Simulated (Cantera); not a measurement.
An isothermal, constant-pressure homogeneous reactor starts with NH₃ : N₂ = 1 : 0.15 (molar parts), at 1350 K and 20.0 Torr. Integrator tolerance rtol = 1e-08.

Computed with Cantera and the gas-phase N/H chemistry of the illustrative SiF4/NH3 mechanism in the Surface Chemkin manual (1991). Walls and surfaces, which speed up NH3 decomposition in real reactors, are not modelled.

Q: What does this change do: temperature 1350 to 2175 K?

A: 
| quantity | before | after |
|---|---|---|
| x(NH₃) at 4.00 s | 0.869 (gas-phase equilibrium 8.59e-7) | 8.47e-7 (gas-phase equilibrium 1.25e-7) |
| x(N₂H₂) at 4.00 s | 2.69e-7 (gas-phase equilibrium <1e-12) | <1e-12 (gas-phase equilibrium <1e-12) |
| x(NH) at 4.00 s | 1.53e-8 (gas-phase equilibrium <1e-12) | 8.77e-8 (gas-phase equilibrium 1.32e-8) |
| x(H) at 4.00 s | 3.98e-9 (gas-phase equilibrium 1.23e-5) | 0.0244 (gas-phase equilibrium 0.0248) |
| x(N₂) at 4.00 s | 0.131 (gas-phase equilibrium 0.302) | 0.299 (gas-phase equilibrium 0.299) |
